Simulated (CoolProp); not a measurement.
Vapour-liquid equilibrium of R125 (1) + R227EA (2) at 12.15 °C; x and y are mole fractions of (1).

Computed with CoolProp (multi-fluid Helmholtz-energy mixture model, Lemmon 2005 and Lemmon 2016; pair parameters Bell 2016).

| x | bubble pressure (kPa) | y at the bubble point | dew pressure at overall composition x (kPa) | liquid density (mol/L) |
|---|---|---|---|---|
| 0.05 | 330.8 | 0.126 | 312.1 | 8.558 |
| 0.2 | 423.2 | 0.405 | ___ | 8.836 |
| 0.35 | 518.9 | 0.591 | 401.4 | 9.124 |
| 0.5 | 617.3 | 0.725 | ___ | 9.424 |
| 0.65 | 718.2 | 0.828 | 558.1 | 9.734 |
| 0.8 | 822.1 | ___ | 688.1 | 10.06 |
| 0.95 | 930.1 | 0.979 | 882.4 | 10.39 |

Q: Fill in the missing entries.

A: 
- 0.2, dew pressure at overall composition x (kPa): 351.3
- 0.5, dew pressure at overall composition x (kPa): 467.5
- 0.8, y at the bubble point: 0.910

No azeotrope shows between x = 0.05 and 0.95.

Pair parameters are fitted to limited data, so mixtures are less certain than the pure fluids.
